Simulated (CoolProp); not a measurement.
Computed with CoolProp (reference Helmholtz-energy equation of state, Guder 2009).

Give the vapour pressure (MPa), vapour density (kg/m³), enthalpy of vaporisation (kJ/kg), liquid conductivity (mW/(m K)) of saturated sulfur hexafluoride at 251.6 K.


```
T (K)  p (MPa)  vapour density (kg/m³)  enthalpy of vaporisation (kJ/kg)  liquid conductivity (mW/(m K))
-----  -------  ----------------------  --------------------------------  ------------------------------
251.6    0.656                    53.6                              97.4                            68.6
```

Thermal conductivity comes from a separate model (Assael 2012).
